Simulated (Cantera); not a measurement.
Feed: 1 mol Si, 2.2 mol Cl₂, 7.8 mol H₂, at 100000 Pa.

These are equilibrium values from Cantera (NASA tables, ideal gas, pure condensed phases), not measurements of a reactor. Candidate condensed phases: Si; 19 gas species. The tables' values for SiCl₃ are old estimates; treat these amounts as uncertain. Equilibrium is a limit: real reactors are often held back by kinetics, nucleation or transport.

x: gas mole fraction; nothing condenses.

```tsv
T (°C)	x H₂	x HCl	x SiCl₄	x SiCl₂	x SiHCl₃	x SiCl₃	x SiH₂Cl₂
602	0.840	0.0485	0.107	8.07e-8	0.00405	1.22e-5	[?]
677	0.837	0.0522	0.103	1.74e-6	0.00759	7.34e-5	[?]
752	0.832	0.0574	0.0983	2.17e-5	0.0122	0.000320	[?]
827	0.825	0.0641	0.0919	0.000175	0.0175	0.00107	[?]
902	0.816	0.0729	0.0840	0.000968	0.0222	0.00289	[?]
977	0.804	0.0852	0.0742	0.00378	0.0249	0.00626	[?]
1052	0.788	0.103	0.0621	0.0106	0.0243	0.0110	0.00137
1127	0.766	0.126	0.0480	0.0220	0.0206	0.0158	0.00133
1202	0.741	0.153	0.0337	0.0366	0.0155	0.0190	[?]
1277	0.718	0.178	0.0211	0.0519	0.0105	0.0198	[?]
1352	0.699	0.198	0.0120	0.0653	0.00660	0.0184	[?]
```

Question: Complete the blanks.

Answer: 
- 602, x SiH₂Cl₂: 1.40e-5
- 677, x SiH₂Cl₂: 5.66e-5
- 752, x SiH₂Cl₂: 0.000169
- 827, x SiH₂Cl₂: 0.000397
- 902, x SiH₂Cl₂: 0.000752
- 977, x SiH₂Cl₂: 0.00114
- 1202, x SiH₂Cl₂: 0.00112
- 1277, x SiH₂Cl₂: 0.000852
- 1352, x SiH₂Cl₂: 0.000614
